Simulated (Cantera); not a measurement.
Cantera run:

```python
import numpy as np
import cantera as ct

gas_names = """
    Cr CrN CrO CrO2 CrO3 N NO NO2 NO3 N2 N2O O O2 O3
""".split()
cond_names = """
    Cr(cr) Cr(L) CrN(s) Cr2N(s) Cr2O3(s) Cr2O3(L)
""".split()


# ... load() reads the species with a 1 bar reference pressure and builds the phases ...
atoms = {
    'Cr': {'Cr': 1},
    'O2': {'O': 2},
    'N2': {'N': 2},
}
top_T = {'CrN(s)': 1900, 'Cr2N(s)': 1900}  # K; cautious upper limits of use, not melting points


# ... equilibrate(T, P, feed) seeds the gas with the atoms and calls Mixture.equilibrate('TP', solver="vcs", rtol=1e-11, max_steps=5000) ...
results = []
feed = {'Cr': 1, 'O2': 0.24, 'N2': 0.47}  # mol
P = 1900  # Pa
for T in [1598, 1798, 1998, 2198, 2398, 2598, 2798]:
    mix = equilibrate(T, P, feed)
    results.append((T, P, feed, dict(zip(mix.species_names, mix.species_moles))))

top = {s: max(r[3][s] / sum(r[3][g] for g in gas_names) for r in results) for s in gas_names}
cols = sorted((s for s in top if top[s] > 0.0001), key=lambda s: -top[s])[:6]
seen = [c for c in cond_names if any(r[3].get(c, 0) > 1e-12 for r in results)]
print("log10 of partial pressures in bar; condensed amounts in mol")
print(f"{'T/K':>10s}" + "".join(f"{s[:9]:>10s}" for s in cols + seen))
for T, P, feed, n in results:
    ng = sum(n[g] for g in gas_names)
    print(f"{T:10.4g}" + "".join(f"{np.log10(max(n[s] / ng * P / 1e5, 1e-99)):10.3f}" for s in cols)
          + "".join(f"{n.get(c, 0):10.4g}" for c in seen))
```

Result:

```
log10 of partial pressures in bar; condensed amounts in mol
       T/K        N2        Cr       CrO      CrO2         O        O2    Cr(cr)     Cr(L)  Cr2O3(s)
      1598    -1.721    -5.430    -8.494   -11.504   -12.680   -15.662    0.6799         0      0.16
      1798    -1.723    -4.045    -6.519    -9.123   -10.392   -12.939    0.6778         0      0.16
      1998    -1.748    -2.951    -4.953    -7.228    -8.558   -10.755    0.6505         0    0.1599
      2198    -1.976    -2.085    -3.690    -5.681    -7.044    -8.940         0    0.3114    0.1569
      2398    -2.134    -1.992    -2.853    -4.193    -5.366    -6.599         0         0    0.1272
      2598    -2.221    -2.119    -2.348    -3.131    -3.940    -4.606         0         0         0
      2798    -2.233    -2.109    -2.379    -3.266    -3.299    -4.060         0         0         0
```

These are equilibrium values from Cantera (NASA tables, ideal gas, pure condensed phases), not measurements of a reactor. Mutual solubility and eutectic melting of coexisting phases are not modelled.
